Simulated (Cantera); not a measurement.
Cantera run:

```python
import numpy as np
import cantera as ct

gas_names = [...]  # 47 gases of nasa_gas.yaml made of Cl, H, N, O, Si
cond_names = """
    H2O(s) H2O(L) NH4CL(a) NH4CL(b) Si(cr) Si(L) SiO2(Lqz) SiO2(hqz) SiO2(L) Si2N2O(s) Si3N4(a)
""".split()


# ... load() reads the species with a 1 bar reference pressure and builds the phases ...
atoms = {
    'SiH2Cl2': {'Si': 1, 'H': 2, 'CL': 2},
    'NO': {'N': 1, 'O': 1},
}
top_T = {'Si2N2O(s)': 2100, 'Si3N4(a)': 2400}  # K; cautious upper limits of use, not melting points


# ... equilibrate(T, P, feed) seeds the gas with the atoms and calls Mixture.equilibrate('TP', solver="vcs", rtol=1e-11, max_steps=5000) ...
results = []
feed = {'SiH2Cl2': 1, 'NO': 0.1}  # mol
T = 1500  # K
P = 19  # Pa
mix = equilibrate(T, P, feed)
results.append((T, P, feed, dict(zip(mix.species_names, mix.species_moles))))
print(gas.report(threshold=0.0001))
for i in range(1, mix.n_phases):
    print(f"{mix.phase(i).name:16s} {mix.phase_moles(i):12.5e} mol")
```

Output:

```
       temperature   1500 K
          pressure   19 Pa
           density   7.1389e-05 kg/m^3
  mean mol. weight   46.86 kg/kmol
   phase of matter   gas

                          1 kg             1 kmol
                     ---------------   ---------------
          enthalpy       -7.8275e+05        -3.668e+07  J
   internal energy       -1.0489e+06       -4.9151e+07  J
           entropy            7435.1        3.4841e+05  J/K
    Gibbs function       -1.1935e+07        -5.593e+08  J
 heat capacity c_p            902.55             42293  J/K
 heat capacity c_v            725.12             33979  J/K

                      mass frac. Y      mole frac. X     chem. pot. / RT
                     ---------------   ---------------   ---------------
                CL         0.0002601        0.00034381           -28.884
                 H        1.6587e-05         0.0007711            -14.09
               HCL            0.1569           0.20167           -42.974
                H2          0.015685           0.36459            -28.18
                N2          0.013924          0.023291            -38.34
              SiCL         0.0002523        0.00018608           -33.469
             SiCL2           0.75669           0.35822           -62.353
             SiCL3          0.011784         0.0041077           -91.238
             SiCL4         0.0005423        0.00014959           -120.12
               SiO          0.043823          0.046583           -48.344
     [  +37 minor]        0.00011783        8.6753e-05

Si(cr)            1.21265e-01 mol
SiO2(hqz)         0.00000e+00 mol
Si2N2O(s)         0.00000e+00 mol
Si3N4(a)          0.00000e+00 mol
```

Cantera equilibrium calculation (NASA polynomials, part measured and part estimated; ideal gas, pure solids and liquids). The tables' values for SiCl3, SiCl are old estimates; treat these amounts as uncertain.
